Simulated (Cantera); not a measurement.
Charge: 1 mol S, 0.069 mol O₂, held at 902 °C and 31.0 Pa.

Cantera equilibrium calculation (NASA polynomials, part measured and part estimated; ideal gas, pure solids and liquids). Candidate condensed phases: S; 10 gas species. Gases not in the tables: S₃ to S₇. Equilibrium is a limit: real reactors are often held back by kinetics, nucleation or transport.

Base state: S₂ 0.869, SO₂ 0.127, S₂O 0.00232, SO 0.00151, S 1.76e-5 (mole fractions); condensed: gas only.

What changes in the equilibrium state with this change: temperature from 902 °C to 1100 °C?


```json
[
 {"species": "S₂", "before": "0.869", "after": "0.865"},
 {"species": "SO₂", "before": "0.127", "after": "0.123"},
 {"species": "SO", "before": "0.00151", "after": "0.00892"},
 {"species": "S", "before": "1.76e-5", "after": "0.000430"},
 {"species": "S₂O", "before": "0.00232", "after": "0.00215"}
]
```
